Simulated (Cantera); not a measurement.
Input: 1 mol SiH₂Cl₂, 0.21 mol N₂, 23 mol H₂, equilibrated at 500 °C and 100000 Pa.

These are equilibrium values from Cantera (NASA tables, ideal gas, pure condensed phases), not measurements of a reactor. Candidate condensed phases: NH₄Cl, Si, Si₃N₄; 28 gas species. N₂ is the only nitrogen source here; it is nearly inert below about 1500 K, so the nitride shown seldom forms there in practice. Equilibrium is a limit: real reactors are often held back by kinetics, nucleation or transport.

**Question.** What is the equilibrium state?

**Answer.** 
```json
{
 "x(H₂)": "0.976",
 "x(SiHCl₃)": "0.0119",
 "x(SiCl₄)": "0.0109",
 "x(SiH₂Cl₂)": "0.00101",
 "x(HCl)": "0.000561",
 "x(SiH₃Cl)": "1.92e-5",
 "x(SiCl₃)": "4.77e-6",
 "n(Si(s))": "0.103 mol",
 "n(Si₃N₄(s))": "0.105 mol",
 "gas_amount": "24.42 mol"
}
```
